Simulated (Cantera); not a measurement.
Feed: 1 mol toluene, 0.19 mol CO₂, 2.9 mol H₂, held at 1.00 bar.

Cantera equilibrium calculation (NASA polynomials, part measured and part estimated; ideal gas, pure solids and liquids). Candidate condensed phases: C, C₆H₆, C₇H₈, C₈H₁₈, H₂O; 110 gas species. Rates play no part. All values below are at 250 °C.

Base state: CH₄ 0.870, H₂O 0.101, H₂ 0.0286, CO₂ 0.00104 (mole fractions); condensed: C(graphite).

### Question
What changes in the equilibrium state with this change: pressure from 1.00 bar to 48.0 Pa?

### Answer
| species | before | after |
|---|---|---|
| H₂ | 0.0286 | 0.690 |
| CH₄ | 0.870 | 0.243 |
| H₂O | 0.101 | 0.0651 |
| CO | 3.28e-6 | 0.000183 |
| CO₂ | 0.00104 | 0.00155 |
| C(graphite), mol | 3.98 | 5.83 |
